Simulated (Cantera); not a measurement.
Thermodynamics of iron carbonyl, mercury and lead vapours, feed Fe(CO)5 + O2 + N2 + CO

A closed system holds: 1 mol Fe(CO)5, 0.47 mol O2, a varied amount of N2, 0.042 mol CO, equilibrated at 1248 K and 230 Pa.

These are equilibrium values from Cantera (NASA tables, ideal gas, pure condensed phases), not measurements of a reactor. Candidate condensed phases: C, Fe, Fe(CO)5, FeO, Fe2O3, Fe3O4; 27 gas species. Mutual solubility and eutectic melting of coexisting phases are not modelled. The tables' stoichiometric FeO is somewhat more stable than real wüstite, so its field is too wide. FeO: taken at fixed stoichiometry. Kinetics and transport are ignored.

```tsv
n(N2) (mol)	x N2	x CO	x CO2	x Fe	n Fe(γ)	n FeO(s)
0.53	0.0951	0.758	0.147	1.01e-7	0.879	0.121
0.77	0.132	0.727	0.141	1.01e-7	0.879	0.121
1.1	0.179	0.688	0.133	1.01e-7	0.879	0.121
1.6	0.241	0.636	0.123	1.01e-7	0.879	0.121
2.3	0.313	0.575	0.111	1.01e-7	0.879	0.121
3.3	0.396	0.506	0.0981	1.01e-7	0.879	0.121
4.8	0.488	0.429	0.0832	1.01e-7	0.879	0.121
6.9	0.578	0.354	0.0685	1.01e-7	0.879	0.121
10	0.665	0.281	0.0544	1.01e-7	0.879	0.121
14	0.735	0.222	0.0430	1.01e-7	0.879	0.121
21	0.806	0.162	0.0314	1.01e-7	0.879	0.121
30	0.856	0.121	0.0234	1.01e-7	0.879	0.121
```
x: gas mole fraction; n: condensed amount in mol.

From 0.53 mol N2 to 30 mol N2 the condensed part is Fe(γ) + FeO(s). The main Fe-bearing gas is Fe throughout.
